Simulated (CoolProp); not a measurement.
Sulfur hexafluoride at 447.66 K and 0.37 MPa flows at 2.1 m/s in a round tube of 6 mm bore and 45 µm roughness, fully developed (64/Re and Nu = 3.66 if laminar; Colebrook and Gnielinski if turbulent). Each further row changes one setting.

Values from CoolProp's reference Helmholtz-energy equation of state, Guder 2009.

```
case              Reynolds number  Darcy friction factor  pressure drop (Pa/m)  heat-transfer coefficient (W/(m² K))  mass flow (kg/h)
----------------  ---------------  ---------------------  --------------------  ------------------------------------  ----------------
as stated                    8480                 0.0414                   223                                   [?]               [?]
velocity 4.2 m/s            17000                 0.0383                   825                                   275               [?]
diameter 12 mm              17000                    [?]                   [?]                                   118               [?]
```

Question: Fill in the missing entries.

Answer: 
- as stated, heat-transfer coefficient (W/(m² K)): 140
- as stated, mass flow (kg/h): 3.13
- velocity 4.2 m/s, mass flow (kg/h): 6.27
- diameter 12 mm, Darcy friction factor: 0.0333
- diameter 12 mm, pressure drop (Pa/m): 89.8
- diameter 12 mm, mass flow (kg/h): 12.5

Viscosity comes from a separate model (Quiñones-Cisneros 2012). Thermal conductivity comes from a separate model (Assael 2012).
